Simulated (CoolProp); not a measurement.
The fluid at 666.17 K and 0.234 MPa is throttled through a valve to 0.105 MPa with no heat exchange. The same conditions are run with several fluids, on thermodynamics alone (safety and materials aside).

Model: reference Helmholtz-energy equation of state of each fluid (normal hydrogen: Leachman 2009; hydrogen chloride: Thol 2018; hydrogen sulfide: Lemmon 2006; oxygen: Schmidt 1985; nitrogen: Span 2000), in CoolProp.

| fluid | temperature change (K) | final density (kg/m³) |
|---|---|---|
| normal hydrogen | ___ | ___ |
| hydrogen chloride | -0.4 | ___ |
| hydrogen sulfide | -0.4 | ___ |
| oxygen | ___ | 0.606 |
| nitrogen | ___ | ___ |

Question: What belongs in the gaps?

Answer: 
- normal hydrogen, temperature change (K): +0.1
- normal hydrogen, final density (kg/m³): 0.0382
- hydrogen chloride, final density (kg/m³): 0.692
- hydrogen sulfide, final density (kg/m³): 0.647
- oxygen, temperature change (K): -0.0
- nitrogen, temperature change (K): +0.0
- nitrogen, final density (kg/m³): 0.531

Above 300 K oxygen's equation is extrapolated.
